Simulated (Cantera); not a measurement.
Input (Python, Cantera) and output of one run.

```python
import numpy as np
import cantera as ct

gas_names = """
    CL CL2 H HCL H2 N NH NH2 NH3 N2 N2H2 N2H4 Si SiCL SiCL2 SiCL3 SiCL4 SiH SiHCL3 SiH2 SiH2CL2 SiH3
    SiH3CL SiH4 SiN Si2 Si2N Si3
""".split()
cond_names = """
    NH4CL(a) NH4CL(b) Si(cr) Si(L) Si3N4(a)
""".split()


def load(file, names, dense=False):
    # The tables refer to 1 bar. Condensed volumes are neglected.
    table = {s.name: s for s in ct.Species.list_from_file(file)}
    out = []
    for n in names:
        d = dict(table[n].input_data)
        d["thermo"] = dict(d["thermo"], **{"reference-pressure": 1e5})
        if dense:
            d["equation-of-state"] = {"model": "constant-volume", "density": "1e6 g/cm^3"}
        out.append(ct.Species.from_dict(d))
    return out


gas = ct.Solution(thermo="ideal-gas", species=load("nasa_gas.yaml", gas_names))
cond = {s.name: ct.Solution(thermo="fixed-stoichiometry", species=[s], name=s.name)
        for s in load("nasa_condensed.yaml", cond_names, dense=True)}
atoms = {
    'Si2H6': {'Si': 2, 'H': 6},
    'Cl2': {'CL': 2},
    'N2': {'N': 2},
    'HCl': {'H': 1, 'CL': 1},
}
top_T = {'Si3N4(a)': 2400}  # K; cautious upper limits of use, not melting points


def equilibrate(T, P, feed):
    n = {}
    for name, mol in feed.items():
        for a, k in atoms[name].items():
            n[a] = n.get(a, 0.0) + k * mol
    gas.TPX = T, P, n
    mass = sum(n.values()) * gas.mean_molecular_weight
    gas.equilibrate("TP")
    valid = [c for c in cond.values() if c.min_temp <= T <= top_T.get(c.name, c.max_temp)]
    mix = ct.Mixture([(gas, mass / gas.mean_molecular_weight)] + [(c, 0.0) for c in valid])
    mix.T, mix.P = T, P
    mix.equilibrate("TP", solver="vcs", rtol=1e-11, max_steps=5000)
    return mix


results = []
feed = {'Si2H6': 1, 'Cl2': 0.014, 'N2': 7.7, 'HCl': 0.59}  # mol
P = 1000  # Pa
for T in [848, 948, 1048, 1148, 1248, 1348, 1448, 1548, 1648, 1748]:
    mix = equilibrate(T, P, feed)
    results.append((T, P, feed, dict(zip(mix.species_names, mix.species_moles))))

top = {s: max(r[3][s] / sum(r[3][g] for g in gas_names) for r in results) for s in gas_names}
cols = sorted((s for s in top if top[s] > 0.001), key=lambda s: -top[s])[:9]
seen = [c for c in cond_names if any(r[3].get(c, 0) > 1e-12 for r in results)]
print("log10 of partial pressures in bar; condensed amounts in mol")
print(f"{'T/K':>10s}" + "".join(f"{s[:9]:>10s}" for s in cols + seen))
for T, P, feed, n in results:
    ng = sum(n[g] for g in gas_names)
    print(f"{T:10.4g}" + "".join(f"{np.log10(max(n[s] / ng * P / 1e5, 1e-99)):10.3f}" for s in cols)
          + "".join(f"{n.get(c, 0):10.4g}" for c in seen))
```

Output:

```
log10 of partial pressures in bar; condensed amounts in mol
       T/K        N2        H2       HCL     SiCL2         H  Si3N4(a)
       848    -2.195    -2.524    -3.209   -11.880   -11.982    0.6666
       948    -2.195    -2.524    -3.208   -10.151   -10.542    0.6666
      1048    -2.195    -2.524    -3.208    -8.756    -9.374    0.6666
      1148    -2.195    -2.524    -3.208    -7.607    -8.407    0.6666
      1248    -2.195    -2.524    -3.208    -6.646    -7.592    0.6666
      1348    -2.195    -2.523    -3.210    -5.835    -6.897    0.6661
      1448    -2.195    -2.523    -3.219    -5.153    -6.297    0.6642
      1548    -2.194    -2.521    -3.246    -4.605    -5.772    0.6582
      1648    -2.194    -2.517    -3.310    -4.207    -5.309    0.6456
      1748    -2.193    -2.512    -3.412    -3.951    -4.897    0.6283
```

These are equilibrium values from Cantera (NASA tables, ideal gas, pure condensed phases), not measurements of a reactor. The feed counts by its element totals alone. N2 is the only nitrogen source here; it is nearly inert below about 1500 K, so the nitride shown seldom forms there in practice. The tables' values for SiCl, SiCl3 are old estimates; treat these amounts as uncertain.
